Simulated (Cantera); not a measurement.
A Cantera script and what it prints.

```python
import numpy as np
import cantera as ct

gas_names = """
    F F2 N NF NF2 NF3 N2 Si SiF SiF2 SiF3 SiF4 SiN Si2 Si2N Si3
""".split()
cond_names = """
    Si(cr) Si(L) Si3N4(a)
""".split()


def load(file, names, dense=False):
    # The tables refer to 1 bar. Condensed volumes are neglected.
    table = {s.name: s for s in ct.Species.list_from_file(file)}
    out = []
    for n in names:
        d = dict(table[n].input_data)
        d["thermo"] = dict(d["thermo"], **{"reference-pressure": 1e5})
        if dense:
            d["equation-of-state"] = {"model": "constant-volume", "density": "1e6 g/cm^3"}
        out.append(ct.Species.from_dict(d))
    return out


gas = ct.Solution(thermo="ideal-gas", species=load("nasa_gas.yaml", gas_names))
cond = {s.name: ct.Solution(thermo="fixed-stoichiometry", species=[s], name=s.name)
        for s in load("nasa_condensed.yaml", cond_names, dense=True)}
atoms = {
    'Si': {'Si': 1},
    'F2': {'F': 2},
    'N2': {'N': 2},
}
top_T = {'Si3N4(a)': 2400}  # K; cautious upper limits of use, not melting points


def equilibrate(T, P, feed):
    n = {}
    for name, mol in feed.items():
        for a, k in atoms[name].items():
            n[a] = n.get(a, 0.0) + k * mol
    gas.TPX = T, P, n
    mass = sum(n.values()) * gas.mean_molecular_weight
    gas.equilibrate("TP")
    valid = [c for c in cond.values() if c.min_temp <= T <= top_T.get(c.name, c.max_temp)]
    mix = ct.Mixture([(gas, mass / gas.mean_molecular_weight)] + [(c, 0.0) for c in valid])
    mix.T, mix.P = T, P
    mix.equilibrate("TP", solver="vcs", rtol=1e-11, max_steps=5000)
    return mix


results = []
feed = {'Si': 1, 'F2': 4.4, 'N2': 0.43}  # mol
P = 4600  # Pa
for T in [650, 725, 800, 875, 950, 1025, 1100, 1175, 1250, 1325, 1400, 1475]:
    mix = equilibrate(T, P, feed)
    results.append((T, P, feed, dict(zip(mix.species_names, mix.species_moles))))

top = {s: max(r[3][s] / sum(r[3][g] for g in gas_names) for r in results) for s in gas_names}
cols = sorted((s for s in top if top[s] > 0.0001), key=lambda s: -top[s])[:8]
seen = [c for c in cond_names if any(r[3].get(c, 0) > 1e-12 for r in results)]
print("log10 of partial pressures in bar; condensed amounts in mol")
print(f"{'T/K':>10s}" + "".join(f"{s[:9]:>10s}" for s in cols + seen))
for T, P, feed, n in results:
    ng = sum(n[g] for g in gas_names)
    print(f"{T:10.4g}" + "".join(f"{np.log10(max(n[s] / ng * P / 1e5, 1e-99)):10.3f}" for s in cols)
          + "".join(f"{n.get(c, 0):10.4g}" for c in seen))
```

Output:

```
log10 of partial pressures in bar; condensed amounts in mol
       T/K         F        F2      SiF4       NF3        N2
       650    -4.191    -1.765    -1.810    -1.877    -5.024
       725    -3.495    -1.727    -1.827    -1.950    -3.101
       800    -2.891    -1.621    -1.887    -2.359    -2.469
       875    -2.424    -1.604    -1.929    -2.999    -2.341
       950    -2.067    -1.664    -1.961    -3.699    -2.337
      1025    -1.802    -1.797    -2.002    -4.435    -2.370
      1100    -1.626    -2.019    -2.050    -5.237    -2.416
      1175    -1.528    -2.326    -2.089    -6.105    -2.456
      1250    -1.483    -2.678    -2.112    -6.984    -2.479
      1325    -1.465    -3.034    -2.123    -7.823    -2.490
      1400    -1.457    -3.370    -2.128    -8.596    -2.494
      1475    -1.454    -3.680    -2.130    -9.299    -2.496
```

Equilibrium computed with Cantera from the NASA thermochemical tables; the gas is ideal and each condensed phase is pure.
